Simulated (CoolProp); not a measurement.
Vapour-liquid equilibrium of carbon dioxide (1) + propane (2) at -37.75 °C; x and y are mole fractions of (1).

Model: multi-fluid Helmholtz-energy mixture model, Span 1996 and Lemmon 2009; pair parameters Kunz 2012, in CoolProp.

```json
[
 {"x": "0.05", "bubble pressure, mixture model (kPa)": "?", "bubble pressure, Raoult's law (kPa)": "170.7", "y, mixture model": "0.463", "y, Raoult's law": "0.319"},
 {"x": "0.15", "bubble pressure, mixture model (kPa)": "423.9", "bubble pressure, Raoult's law (kPa)": "267.5", "y, mixture model": "0.732", "y, Raoult's law": "0.611"},
 {"x": "0.25", "bubble pressure, mixture model (kPa)": "598.0", "bubble pressure, Raoult's law (kPa)": "364.3", "y, mixture model": "0.821", "y, Raoult's law": "0.748"},
 {"x": "0.35", "bubble pressure, mixture model (kPa)": "?", "bubble pressure, Raoult's law (kPa)": "461.1", "y, mixture model": "?", "y, Raoult's law": "0.828"},
 {"x": "0.45", "bubble pressure, mixture model (kPa)": "822.7", "bubble pressure, Raoult's law (kPa)": "557.9", "y, mixture model": "0.885", "y, Raoult's law": "0.879"},
 {"x": "0.55", "bubble pressure, mixture model (kPa)": "?", "bubble pressure, Raoult's law (kPa)": "654.7", "y, mixture model": "?", "y, Raoult's law": "0.916"},
 {"x": "0.65", "bubble pressure, mixture model (kPa)": "?", "bubble pressure, Raoult's law (kPa)": "751.5", "y, mixture model": "0.911", "y, Raoult's law": "0.943"},
 {"x": "0.75", "bubble pressure, mixture model (kPa)": "970.3", "bubble pressure, Raoult's law (kPa)": "848.3", "y, mixture model": "0.924", "y, Raoult's law": "0.964"},
 {"x": "0.85", "bubble pressure, mixture model (kPa)": "?", "bubble pressure, Raoult's law (kPa)": "945.1", "y, mixture model": "?", "y, Raoult's law": "0.981"},
 {"x": "0.95", "bubble pressure, mixture model (kPa)": "1065", "bubble pressure, Raoult's law (kPa)": "1042", "y, mixture model": "0.974", "y, Raoult's law": "0.994"}
]
```

Q: What belongs in the gaps?

A: 
- 0.05, bubble pressure, mixture model (kPa): 223.3
- 0.35, bubble pressure, mixture model (kPa): 730.8
- 0.35, y, mixture model: 0.862
- 0.55, bubble pressure, mixture model (kPa): 884.5
- 0.55, y, mixture model: 0.900
- 0.65, bubble pressure, mixture model (kPa): 929.8
- 0.85, bubble pressure, mixture model (kPa): 1014
- 0.85, y, mixture model: 0.942

The largest gap from Raoult's law is +64.2 % in bubble pressure, at x = 0.25. No azeotrope shows between x = 0.05 and 0.95.

Pair parameters are fitted to limited data, so mixtures are less certain than the pure fluids. With so large a gap from Raoult's law the liquid may split in two, which this calculation doesn't test in full.
